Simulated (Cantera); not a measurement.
A closed system holds: 1 mol MgCO3, a varied amount of SO3, 0.12 mol O2, 0.48 mol SO2, equilibrated at 1298 K and 1.00 bar.

Equilibrium computed with Cantera from the NASA thermochemical tables; the gas is ideal and each condensed phase is pure. Candidate condensed phases: C, Mg, MgCO3, MgO, MgS, MgSO4, S; 26 gas species. Mutual solubility and eutectic melting of coexisting phases are not modelled. Kinetics and transport are ignored.

Task: Which condensed phases are stable at each of these points (n(SO3) (mol)): 0.35, 0.54, 0.72, 0.91, 1.1, 1.3, 1.5, 1.7, 1.9, 2, 2.2, 2.4?

Result: 
| n(SO3) (mol) | condensed phases | Mg condensed (%) |
|---|---|---|
| 0.35 | MgO(s) + MgSO4(s) | 100.0 |
| 0.54 | MgO(s) + MgSO4(s) | 100.0 |
| 0.72 | MgO(s) + MgSO4(s) | 100.0 |
| 0.91 | MgO(s) + MgSO4(s) | 100.0 |
| 1.1 | MgSO4(s) | 100.0 |
| 1.3 | MgSO4(s) | 100.0 |
| 1.5 | MgSO4(s) | 100.0 |
| 1.7 | MgSO4(s) | 100.0 |
| 1.9 | MgSO4(s) | 100.0 |
| 2 | MgSO4(s) | 100.0 |
| 2.2 | MgSO4(s) | 100.0 |
| 2.4 | MgSO4(s) | 100.0 |

From 0.35 mol SO3 to 0.91 mol SO3 the condensed part is MgO(s) + MgSO4(s). From 1.1 mol SO3 to 2.4 mol SO3 the condensed part is MgSO4(s).
